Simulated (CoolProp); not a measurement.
A closed Brayton cycle with dry air: compressor inlet 318.15 K and 1.6 MPa, high pressure 4.49 MPa, turbine inlet 890 K, compressor efficiency 0.8, turbine efficiency 0.9, recuperator effectiveness 0.8 (on enthalpy, no pinch check). Each further row changes one setting.

The numbers come from the reference Helmholtz-energy equation of state, Lemmon 2000 in CoolProp. It is a pseudo-pure fit of the blend.

| case | thermal efficiency (%) | net work (kJ/kg) | compressor to turbine work | compressor exit (K) | turbine exit (K) |
|---|---|---|---|---|---|
| as stated | 27.4 | 72.4 | 0.66 | 454.2 | 700.2 |
| turbine inlet 840 K | 24.8 | 60.3 | 0.70 | 454.2 | 659.3 |
| compressor inlet 328.15 K | 26.1 | 67.9 | 0.68 | 468.2 | 700.2 |
| high pressure 3.82 MPa | 27.5 | 67.4 | 0.63 | 430.3 | 727.1 |
| recuperator effectiveness 0.5 | 21.2 | 72.4 | 0.66 | 454.2 | 700.2 |
